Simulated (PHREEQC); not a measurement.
Consider water at 25 °C with 0.037 mol HCl, 0.015 mol LiCl and 9.7e-05 mol Na2SO4 per kg of water. Closed to the air; pH follows from the charge balance.

All values are PHREEQC results (ion-association model, wateq4f.dat), not measurements.

Q: The ionic strength comes out as 0.0522 mol/kgw. What activity coefficients do Cl-, LiSO4-, SO4-2, HSO4-, Na+ get?

A: Cl- 0.81, LiSO4- 0.82, SO4-2 0.46, HSO4- 0.82, Na+ 0.82.

This is a speciation only: nothing precipitates in the calculation.
